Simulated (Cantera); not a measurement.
Input: 1 mol NF3, 5.4 mol H2, 2.4 mol H2O, equilibrated at 1702 °C and 10500 Torr.

These are equilibrium values from Cantera (NASA tables, ideal gas, pure condensed phases), not measurements of a reactor. Candidate condensed phases: H2O; 40 gas species. Kinetics and transport are ignored.

Base state: H2 0.398, HF 0.306, H2O 0.245, N2 0.0510, H 0.000231, NH3 1.66e-5, OH 1.35e-5, H2F2 1.04e-5 (mole fractions); condensed: gas only.

### Question
What changes in the equilibrium state with this change: pressure from 10500 Torr to 7.50 Torr?

### Answer
| species | before | after |
|---|---|---|
| H2 | 0.398 | 0.392 |
| HF | 0.306 | 0.305 |
| H2O | 0.245 | 0.243 |
| H | 0.000231 | 0.00857 |
| N2 | 0.0510 | 0.0508 |
| NH3 | 1.66e-5 | 1.16e-8 |
| H2F2 | 1.04e-5 | 7.37e-9 |
| OH | 1.35e-5 | 0.000507 |
